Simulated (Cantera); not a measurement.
Feed: 1 mol MgO, 2.5 mol N2, held at 825 Torr.

These are equilibrium values from Cantera (NASA tables, ideal gas, pure condensed phases), not measurements of a reactor. Candidate condensed phases: Mg, MgO; 13 gas species. The numbers say what is thermodynamically allowed, not how fast it happens.

x: gas mole fraction; n: condensed amount in mol.

```json
[
 {"T (°C)": "1852", "x N2": "1.000", "x Mg": "3.87e-5", "x NO": "3.33e-5", "x O2": "1.64e-6", "x O": "2.02e-6", "n MgO(s)": "1.000"},
 {"T (°C)": "1902", "x N2": "1.000", "x Mg": "6.70e-5", "x NO": "5.56e-5", "x O2": "3.60e-6", "x O": "4.17e-6", "n MgO(s)": "1.000"},
 {"T (°C)": "1952", "x N2": "1.000", "x Mg": "0.000114", "x NO": "9.02e-5", "x O2": "7.56e-6", "x O": "8.29e-6", "n MgO(s)": "1.000"},
 {"T (°C)": "2002", "x N2": "1.000", "x Mg": "0.000189", "x NO": "0.000143", "x O2": "1.52e-5", "x O": "1.59e-5", "n MgO(s)": "1.000"},
 {"T (°C)": "2052", "x N2": "0.999", "x Mg": "0.000309", "x NO": "0.000220", "x O2": "2.94e-5", "x O": "2.97e-5", "n MgO(s)": "0.999"},
 {"T (°C)": "2102", "x N2": "0.999", "x Mg": "0.000496", "x NO": "0.000332", "x O2": "5.49e-5", "x O": "5.35e-5", "n MgO(s)": "0.999"},
 {"T (°C)": "2152", "x N2": "0.999", "x Mg": "0.000783", "x NO": "0.000491", "x O2": "9.91e-5", "x O": "9.39e-5", "n MgO(s)": "0.998"},
 {"T (°C)": "2202", "x N2": "0.998", "x Mg": "…", "x NO": "…", "x O2": "…", "x O": "…", "n MgO(s)": "0.997"},
 {"T (°C)": "2252", "x N2": "0.996", "x Mg": "0.00187", "x NO": "0.00101", "x O2": "0.000294", "x O": "0.000268", "n MgO(s)": "0.995"},
 {"T (°C)": "2302", "x N2": "0.995", "x Mg": "0.00282", "x NO": "0.00141", "x O2": "0.000485", "x O": "0.000436", "n MgO(s)": "0.993"},
 {"T (°C)": "2352", "x N2": "0.992", "x Mg": "…", "x NO": "…", "x O2": "…", "x O": "…", "n MgO(s)": "0.989"},
 {"T (°C)": "2402", "x N2": "0.989", "x Mg": "0.00618", "x NO": "0.00263", "x O2": "0.00123", "x O": "0.00109", "n MgO(s)": "0.983"}
]
```

**Question.** Some entries are withheld; supply them.

**Answer.** 
- 2352, x Mg: 0.00420
- 2352, x NO: 0.00194
- 2352, x O2: 0.000782
- 2352, x O: 0.000695
- 2202, x Mg: 0.00122
- 2202, x NO: 0.000711
- 2202, x O2: 0.000173
- 2202, x O: 0.000161
